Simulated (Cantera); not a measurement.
An isothermal, constant-pressure homogeneous reactor starts with H2 : O2 = 0.0055 : 1 (molar parts), equivalence ratio 0.0027, at 1450 K and 0.00168 atm. Integrator tolerance rtol = 1e-08.

Cantera simulation using the H2/O2 subset of GRI-Mech 3.0, which has no nitrogen chemistry; the numbers are that mechanism's predictions, not measurements. Radical loss at walls, strong at low pressure, is not modelled.

### Question
What does this change do: temperature 1450 to 925 K?

### Answer
```
quantity                                              before                                     after
-----------------  -----------------------------------------  ----------------------------------------
x(H2) at 3.00 s      1.13e-5 (gas-phase equilibrium 1.26e-7)  9.23e-6 (gas-phase equilibrium 1.05e-12)
x(O2) at 3.00 s          0.989 (gas-phase equilibrium 0.994)       0.992 (gas-phase equilibrium 0.995)
x(H2O) at 3.00 s     0.00502 (gas-phase equilibrium 0.00544)   0.00535 (gas-phase equilibrium 0.00548)
x(HO2) at 3.00 s     2.50e-8 (gas-phase equilibrium 2.04e-8)  2.14e-7 (gas-phase equilibrium 3.89e-11)
x(H2O2) at 3.00 s  5.17e-10 (gas-phase equilibrium 3.45e-11)    1.13e-9 (gas-phase equilibrium <1e-12)
x(H) at 3.00 s       7.46e-5 (gas-phase equilibrium 8.21e-8)   0.000123 (gas-phase equilibrium <1e-12)
x(OH) at 3.00 s     0.000798 (gas-phase equilibrium 8.48e-5)  0.000107 (gas-phase equilibrium 4.03e-8)
```
Below about 950 K walls govern HO2 and H2O2 in real vessels.
